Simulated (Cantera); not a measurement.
Charge: 1 mol Ti(OiPr)4, 79 mol H2, held at 41000 Pa.

Cantera equilibrium calculation (NASA polynomials, part measured and part estimated; ideal gas, pure solids and liquids). Candidate condensed phases: C, C6H6, C7H8, C8H18, H2O, Ti, TiC, TiO, TiO2, Ti2O3, Ti3O5, Ti4O7; 113 gas species. The feed counts by its element totals alone. TiC: taken at fixed stoichiometry. The numbers say what is thermodynamically allowed, not how fast it happens.

Task: At 1998 K, list the 4 most abundant gas species with their mole fractions, and the condensed phases.

Result: H2 0.955, CO 0.0412, H 0.00245, C2H2 (acetylene) 0.000724. Condensed: C(graphite) + TiC(s).
